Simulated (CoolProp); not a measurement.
Computed with CoolProp (reference Helmholtz-energy equation of state, Zhou 2012).

### Question
For m-xylene, give the phase and the cp (kJ/(kg K)), cv (kJ/(kg K)), fugacity coefficient at 559.6 K and 10700 kPa.

### Answer
- 559.6 K and 10700 kPa: liquid; cp 2.63, cv 2.10, fugacity coefficient 0.170
